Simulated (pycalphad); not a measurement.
Source of the numbers: pycalphad with the COST 507 light-alloy database (1999); pressure 1 atm. The database dates from 1999; later assessments differ in places, in temperatures and in the compounds included. Phase fractions are per mole of atoms.

Task: Give the equilibrium state of Al-0.54Si-0.29C (at.%) at 825 K.

Result: 
```
T = 825.00 K, P = 101325 Pa, N = 1 mol of atoms
G = -31698 J/mol, H = 14577 J/mol, S = 56.09 J/(mol K)  (SER reference)
chemical potentials (J/mol): Al -31595, Si -28618, C -72850
phase             fraction      x(Al)      x(Si)       x(C)
FCC_A1              0.9934     0.9950     0.0050   4.21e-13
AL8SIC7             0.0066     0.5000     0.0625     0.4375
```

Task: Give the equilibrium state of Al-0.54Si-0.29C (at.%) at 1125 K.

Result: liquid, fraction 0.993, with 0.54 Si, <0.01 C at.%; AL4C3, fraction 0.007, with 0.02 Si, 42.9 C at.%.

Database names, with the compositions (at.%) that they take in these runs: AL4C3: Al 57 C 43; AL8SIC7: Al 50 C 44 Si 6. FCC_A1 is fcc.
